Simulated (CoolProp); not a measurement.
Vapour-liquid equilibrium of C2F6 (R116) (1) + R134a (2) at 1.85 bar; x and y are mole fractions of (1).

Model: multi-fluid Helmholtz-energy mixture model, Lemmon 2006 and Tillner-Roth 1994; pair parameters Bell 2016, in CoolProp.

**Question.** Give the bubble temperature and the first vapour's composition at x = 0.05, 0.275, 0.575. Is there an azeotrope?

**Answer.** x = 0.05: -33.0 °C, y = 0.608; x = 0.275: -60.2 °C, y = 0.924; x = 0.575: -62.7 °C, y = 0.939. No azeotrope shows between x = 0.05 and 0.95.

The pair parameters rest on a limited set of measurements; away from them the model extrapolates. With so large a gap from Raoult's law the liquid may split in two, which this calculation doesn't test in full.
